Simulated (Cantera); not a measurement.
A closed system holds: 1 mol SiCl₄, 0.034 mol Cl₂, 6.6 mol H₂, held at 0.00690 bar.

These are equilibrium values from Cantera (NASA tables, ideal gas, pure condensed phases), not measurements of a reactor. Candidate condensed phases: Si; 19 gas species. The tables' values for SiCl₃ are old estimates; treat these amounts as uncertain. The numbers say what is thermodynamically allowed, not how fast it happens. All values below are at 1323 K.

Base state: H₂ 0.684, HCl 0.197, SiCl₂ 0.0854, SiCl₃ 0.0154, SiCl₄ 0.0152, SiHCl₃ 0.00268, SiH₂Cl₂ 6.77e-5, H 1.58e-5 (mole fractions); condensed: gas only.

Question: What changes in the equilibrium state with this change: pressure from 0.00690 bar to 1.00 bar?

Answer: 
```tsv
species	before	after
H₂	0.684	0.785
HCl	0.197	0.0872
SiCl₄	0.0152	0.0668
SiCl₂	0.0854	0.0151
SiHCl₃	0.00268	0.0305
SiCl₃	0.0154	0.0136
SiH₃Cl	4.82e-7	3.69e-5
SiH₂Cl₂	6.77e-5	0.00199
```

Question: What changes in the equilibrium state with this change: pressure from 0.00690 bar to 0.00133 bar?

Answer: 
| species | before | after |
|---|---|---|
| H₂ | 0.684 | 0.660 |
| HCl | 0.197 | 0.223 |
| SiCl₂ | 0.0854 | 0.102 |
| SiCl₄ | 0.0152 | 0.00466 |
| SiCl₃ | 0.0154 | 0.00933 |
| SiH₂Cl₂ | 6.77e-5 | 1.51e-5 |
| SiHCl₃ | 0.00268 | 0.000701 |
| H | 1.58e-5 | 3.53e-5 |
